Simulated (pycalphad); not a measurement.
Computed with pycalphad from the COST 507 light-alloy database (1999), at 1 atm. These are 1990s assessments: newer ones move some temperatures and phases. Amounts are mole fractions of atoms.

Problem. Give the equilibrium state of Al-0.48Si-0.45Fe (at.%) at 810 K.

Solution. fcc, fraction 0.977, with 0.29 Si, <0.01 Fe at.%; ALFESI_ALPHA, fraction 0.023, with 8.3 Si, 19.0 Fe at.%.

Problem. Give the equilibrium state of Al-0.48Si-0.45Fe (at.%) at 770 K.

Solution. 
```
T = 770.00 K, P = 101325 Pa, N = 1 mol of atoms
G = -29029 J/mol, H = 12450 J/mol, S = 53.87 J/(mol K)  (SER reference)
chemical potentials (J/mol): Al -28556, Si -27830, Fe -134512
phase             fraction      x(Al)      x(Si)      x(Fe)
FCC_A1              0.9750     0.9977     0.0023   2.36e-05
ALFESI_ALPHA        0.0183     0.7234     0.0866     0.1900
ALFESI_BETA         0.0067     0.7000     0.1500     0.1500
```

Database names, with the compositions (at.%) that they take in these runs: ALFESI_ALPHA: Al 72-74 Fe 19 Si 7-9; ALFESI_BETA: Al 70 Si 15 Fe 15. FCC_A1 is fcc.
